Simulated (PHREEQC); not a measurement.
Solution (90 °C): 0.0064 mol (NH4)2SO4, 9.2e-06 mol LiF and 0.0018 mol Li2SO4 per kg of water. Closed to the air; pH follows from the charge balance.

Equilibrium calculation in PHREEQC: ion-association model, phreeqc.dat.

Precipitation was switched off in this run.

### Question
Order these S species by the share of S that they hold, largest first: HSO4-, NH4SO4-, SO4-2, LiSO4-.

### Answer
SO4-2 (92 %), NH4SO4- (7.4 %), LiSO4- (0.74 %), HSO4- (0.24 %)

The pH is 5.09 and the ionic strength 0.0232 mol/kgw. Constants without temperature data keep their 25 °C values here.
